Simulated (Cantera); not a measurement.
An isothermal, constant-pressure homogeneous reactor starts with 1.59 % H2, 37.9 % O2, 60.6 % N2, equivalence ratio 0.021, at 925 K and 10.00 Torr.

Detailed kinetics in Cantera: the H2/O2 subset of GRI-Mech 3.0, which has no nitrogen chemistry. Radical loss at walls, strong at low pressure, is not modelled. Below about 950 K walls govern HO2 and H2O2 in real vessels.

x: mole fraction; the columns are a selection and need not sum to one.

| t (s) | x H2 | x O2 | x H2O2 | x OH | x H | x H2O |
|---|---|---|---|---|---|---|
| 0.000700 | 0.0159 | 0.379 | <1e-12 | 1.29e-12 | 3.41e-12 | <1e-12 |
| 0.00145 | 0.0159 | 0.379 | <1e-12 | 3.98e-12 | 7.63e-12 | 6.26e-12 |
| 0.00300 | 0.0159 | 0.379 | <1e-12 | 1.59e-11 | 2.58e-11 | 4.48e-11 |
| 0.00621 | 0.0159 | 0.379 | <1e-12 | 1.56e-10 | 2.39e-10 | 6.02e-10 |
| 0.0129 | 0.0159 | 0.379 | <1e-12 | 1.39e-8 | 2.11e-8 | 5.72e-8 |
| 0.0266 | 0.0152 | 0.378 | 6.66e-9 | 0.000117 | 0.000205 | 0.000535 |
| 0.0552 | 0.000575 | 0.371 | 5.25e-8 | 0.000435 | 0.00180 | 0.0143 |
| 0.114 | ? | 0.373 | ? | ? | ? | 0.0157 |
| 0.236 | 2.33e-5 | 0.373 | 2.28e-8 | 6.40e-5 | 2.17e-5 | 0.0160 |
| 0.490 | 5.62e-6 | 0.373 | 1.73e-8 | 3.01e-5 | 2.47e-6 | 0.0160 |
| 1.01 | 1.35e-6 | 0.374 | 1.18e-8 | 1.49e-5 | 2.99e-7 | 0.0160 |
| 2.10 | 3.19e-7 | 0.374 | 7.07e-9 | 7.69e-6 | 4.03e-8 | 0.0160 |
| 4.35 | 7.46e-8 | 0.374 | 3.85e-9 | 4.19e-6 | 6.37e-9 | 0.0160 |
| 9.00 | ? | 0.374 | ? | ? | ? | 0.0160 |

Fill in the missing entries.


- 0.114, x H2: 0.000102
- 0.114, x H2O2: 3.10e-8
- 0.114, x OH: 0.000153
- 0.114, x H: 0.000202
- 9.00, x H2: 1.83e-8
- 9.00, x H2O2: 1.98e-9
- 9.00, x OH: 2.41e-6
- 9.00, x H: 1.20e-9
